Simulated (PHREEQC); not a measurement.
Solution A (0.038 mol NaHSO4, 0.0052 mol NaF and 0.0033 mol NaCl per kg of water) is mixed with solution B (22 mmol/kgw K2HPO4) at 25 °C; shares are by mass of water, 1 kg in all. Oxygen alone is held at its pressure in air (log pO2 = -0.68). CO2 from the air is kept out. Solids allowed: Halite, Mirabilite. Others were left out.

The numbers come from PHREEQC with the ion-association model, wateq4f.dat.

```
share of solution B    pH  HPO4-2 (mol/kgw)  HF (mol/kgw)  H2PO4- (mol/kgw)  SO4-2 (mol/kgw)  HSO4- (mol/kgw)  F- (mol/kgw)
-------------------  ----  ----------------  ------------  ----------------  ---------------  ---------------  ------------
0                    1.83                 0       0.00478                 0           0.0210           0.0152      0.000282
0.05                 1.87           3.97e-9       0.00452          0.000431           0.0206           0.0136      0.000295
0.15                 1.98           1.71e-8       0.00399           0.00148           0.0200           0.0105      0.000328
0.2                  2.04           2.81e-8       0.00372           0.00213           0.0195          0.00897      0.000351
0.3                  2.19           6.85e-8       0.00316           0.00374           0.0186          0.00615      0.000416
0.35                 2.28           1.07e-7       0.00286           0.00475           0.0180          0.00486      0.000464
0.45                 2.52           2.83e-7       0.00220           0.00730           0.0165          0.00259      0.000620
0.5                  2.69           5.09e-7       0.00181           0.00887           0.0156          0.00165      0.000758
0.55                 2.94           1.08e-6       0.00133            0.0107           0.0146         0.000873      0.000986
0.65                 5.81          0.000972       3.34e-6            0.0133           0.0119          9.85e-7       0.00181
0.7                  6.47           0.00386       6.22e-7            0.0114           0.0102          1.82e-7       0.00155
0.8                  7.04           0.00965       1.11e-7           0.00760          0.00677          3.23e-8       0.00104
0.85                 7.28            0.0125       4.83e-8           0.00570          0.00507          1.40e-8      0.000778
0.95                 7.92            0.0183       3.70e-9           0.00190          0.00169          1.06e-9      0.000260
1                    9.33            0.0211             0           8.47e-5                0                0             0
```

H3PO4, which wateq4f.dat lacks, is added to it with the constant of phreeqc.dat.
